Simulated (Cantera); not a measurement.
Charge: 1 mol CH3Cl, 0.39 mol HCl, 3 mol H2, at 2148 K and 6.20 Pa.

Equilibrium computed with Cantera from the NASA thermochemical tables; the gas is ideal and each condensed phase is pure. Candidate condensed phases: C, C6H6, C7H8, C8H18; 91 gas species. Equilibrium is a limit: real reactors are often held back by kinetics, nucleation or transport.

Base state: H2 0.444, H 0.353, HCl 0.128, Cl 0.0746, C2H2 (acetylene) 0.000850, C2H 2.02e-5, C3 1.32e-5 (mole fractions); condensed: C(graphite).

### Question
What changes in the equilibrium state with this change: temperature from 2148 K to 750 K?

### Answer
```csv
species,before,after
H2,0.444,0.742
HCl,0.128,0.258
CH4,3.60e-9,0.000109
H,0.353,<1e-9
Cl,0.0746,<1e-9
C2H2 (acetylene),0.000850,<1e-9
C2H,2.02e-5,<1e-9
C3,1.32e-5,<1e-9
"C(graphite), mol",0.988,0.999
```
